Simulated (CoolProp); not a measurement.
Vapour-liquid equilibrium of hydrogen sulfide (1) + n-hexane (2) at 1.21 bar; x and y are mole fractions of (1).

Model: multi-fluid Helmholtz-energy mixture model, Lemmon 2006 and Thol 2019; pair parameters Kunz 2012, in CoolProp.

| x | bubble temperature (K) | y at the bubble point | dew temperature at overall composition x (K) | liquid density (mol/L) |
|---|---|---|---|---|
| 0.05 | 281.2 | 0.925 | 345.9 | 7.769 |
| 0.15 | 235.7 | 0.996 | 342.1 | 8.470 |
| 0.25 | 225.4 | 0.998 | 338.1 | 9.085 |
| 0.35 | 222.2 | 0.999 | 333.7 | 9.894 |
| 0.45 | 221.3 | 0.999 | 328.7 | 10.98 |
| 0.55 | 221.0 | 0.999 | 323.1 | 12.43 |
| 0.65 | 220.6 | 0.999 | 316.3 | 14.36 |
| 0.75 | 219.9 | 0.999 | 307.7 | 16.93 |
| 0.85 | 218.8 | 0.999 | 295.7 | 20.36 |
| 0.95 | 217.4 | 1.000 | 273.3 | 24.90 |

No azeotrope shows between x = 0.05 and 0.95.

Pair parameters are fitted to limited data, so mixtures are less certain than the pure fluids. With so large a gap from Raoult's law the liquid may split in two, which this calculation doesn't test in full.
